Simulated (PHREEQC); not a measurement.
Solution (85 °C): 1.1 mmol/kgw MgCl2. Closed to the air; pH follows from the charge balance.

All values are PHREEQC results (Pitzer model, pitzer.dat), not measurements.

Each row changes one thing in this solution. Precipitation was switched off in this run.

```csv
case,MgOH+ (mol/kgw),SI of Bischofite (MgCl2:6H2O),SI of MgCl2_4H2O (MgCl2:4H2O)
as made,1.67e-7,-12.32,-14.23
MgCl2 from 0.0011 to 0.00022 mol/kgw,4.13e-8,?,-16.23
temperature from 85 to 40 °C,?,-12.85,-15.12
temperature from 85 to 20 °C,1.04e-8,?,-15.51
MgCl2 from 0.0011 to 0.0055 mol/kgw,?,-10.40,-12.32
MgCl2 from 0.0011 to 0.00165 mol/kgw,2.28e-7,-11.82,-13.74
0.0006 mol/kgw NaBr added,1.64e-7,-12.33,-14.24
temperature from 85 to 75 °C,1.14e-7,-12.43,-14.42
```

**Question.** Complete the blanks.

**Answer.** 
- MgCl2 from 0.0011 to 0.00022 mol/kgw, SI of Bischofite (MgCl2:6H2O): -14.32
- temperature from 85 to 40 °C, MgOH+ (mol/kgw): 2.66e-8
- temperature from 85 to 20 °C, SI of Bischofite (MgCl2:6H2O): -13.09
- MgCl2 from 0.0011 to 0.0055 mol/kgw, MgOH+ (mol/kgw): 5.18e-7

Species that the database lacks are ignored. Away from 25 °C the constants follow the database's enthalpies or fits; those with neither stay at their 25 °C values.
